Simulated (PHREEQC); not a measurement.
A solution holds 76 mmol/kgw ZnSO4, 0.25 mmol/kgw NaOH and 1.8 mmol/kgw FeSO4, at 25 °C. Closed to the air; pH follows from the charge balance.

Equilibrium calculation in PHREEQC: ion-association model, wateq4f.dat.

No solid was allowed to form.

Q: What pH, ionic strength does the model give?

A: pH 7.04; ionic strength 0.156 mol/kgw.

Q: In which forms is S present?

A: SO4-2 40 %, ZnSO4 39 %, Zn(SO4)2-2 20 %, FeSO4 0.9 % of the S.

Examples of supersaturated solids here: Zn4(OH)6SO4, Zn(OH)2-e. Others may be too.
